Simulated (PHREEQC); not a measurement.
Model water analysis in mg/kgw, 25 °C, pH 2.44, pe 10.4:

| constituent | mg/kgw |
|---|---|
| Na | 96.8 |
| K | 1.06 |
| Ca | 152 |
| Mg | 88.3 |
| Cl | 28.7 |
| S(6) as SO4 | 1180 |
| Cd | 53.3 |
| Fe(3) | 0.369 |
| Al | 0.0848 |
| F | 0.173 |

Valence states are taken as typed.

Equilibrium calculation in PHREEQC: ion-association model, phreeqc.dat.

Precipitation was switched off in this run.

### Question
Predict the ionic strength, specific conductance, charge-balance error.

### Answer
ionic strength 0.0322 mol/kgw; specific conductance 3110 µS/cm; charge-balance error 1.6 %.

### Question
In which forms is Na present?

### Answer
Na+ 98 %, NaSO4- 2.0 % of the Na.

Examples of supersaturated solids here: Hematite (slow to form), Goethite (slow to form). Others may be too. Species that the database lacks are ignored. Fluoro complexes past AlF4- and FeF3 are missing from the database.
